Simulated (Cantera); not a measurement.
Feed: 1 mol Fe3O4, 800 mol H2, 48 mol N2, held at 2000 K.

Cantera equilibrium calculation (NASA polynomials, part measured and part estimated; ideal gas, pure solids and liquids). Candidate condensed phases: Fe, FeO, Fe(OH)2, Fe(OH)3, Fe2O3, Fe3O4, H2O; 27 gas species. Kinetics and transport are ignored.

x: gas mole fraction; n: condensed amount in mol.

```
P (Pa)    x H2       x H    x N2    x H2O     x Fe     x OH  n Fe(l)
-------  -----  --------  ------  -------  -------  -------  -------
10       0.795     0.145  0.0523  0.00427  0.00327  7.78e-5        0
52       0.871    0.0666  0.0545  0.00451  0.00341  3.44e-5        0
270      0.907    0.0298  0.0556  0.00461  0.00347  1.51e-5        0
1400     0.923    0.0132  0.0560  0.00466  0.00350  6.66e-6        0
7200     0.930   0.00584  0.0562  0.00468  0.00351  2.94e-6        0
37000    0.935   0.00259  0.0565  0.00470        ?  1.30e-6     2.16
190000   0.937   0.00114  0.0566  0.00471        ?  5.74e-7     2.84
1000000  0.938  0.000498  0.0566  0.00472        ?  2.50e-7     2.97
```

**Question.** Complete the blanks.

**Answer.** 
- 37000, x Fe: 0.000986
- 190000, x Fe: 0.000192
- 1000000, x Fe: 3.65e-5
